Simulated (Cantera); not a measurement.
An isothermal, constant-pressure homogeneous reactor starts with C3H8 : H2 = 1 : 13 (molar parts), at 1025 K and 1.65 Torr.

Cantera simulation using GRI-Mech 3.0 (53 species, 325 reactions); the numbers are that mechanism's predictions, not measurements. GRI-Mech 3.0 was tuned for natural gas; its chemistry of propane as a main component is partial and can be far from experiment. GRI-Mech 3.0 stops at C3 and has no aromatics, soot or wall deposition, so with more carbon than oxygen in the feed, carbon stays in small species such as C2H2 where larger ones or solid carbon would form. Radical loss at walls, strong at low pressure, is not modelled.

One state of this run: x C3H8 = 0.0219; x H2 = 0.886; x H = 1.26e-5; x CH3 = 5.91e-5; x CH4 = 0.0459; x C2H2 = 0.000141. x: mole fraction; the columns are a selection and need not sum to one.

Problem. Which value of t (s) does it belong to?
(A) 0.000746
(B) 2.00
(C) 0.00537
(D) 0.537

Solution. B, 2.00
